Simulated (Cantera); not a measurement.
Input: 1 mol Si2H6, 2.1 mol HCl, 280 mol N2, at 625 °C and 0.0330 bar.

Cantera equilibrium calculation (NASA polynomials, part measured and part estimated; ideal gas, pure solids and liquids). Candidate condensed phases: NH4Cl, Si, Si3N4; 28 gas species. The feed counts by its element totals alone. N2 is the only nitrogen source here; it is nearly inert below about 1500 K, so the nitride shown seldom forms there in practice. Kinetics and transport are ignored.

Base state: N2 0.982, H2 0.0106, HCl 0.00738 (mole fractions); condensed: Si3N4(s).

**Question.** What changes in the equilibrium state with this change: temperature from 625 °C to 1477 °C?

**Answer.** 
```tsv
species	before	after
N2	0.982	0.982
H2	0.0106	0.0119
HCl	0.00738	0.00455
SiCl2	<1e-9	0.00138
H	<1e-9	0.000140
Cl	<1e-9	4.12e-5
Si	<1e-9	1.09e-5
Si3N4(s), mol	0.666	0.533
```
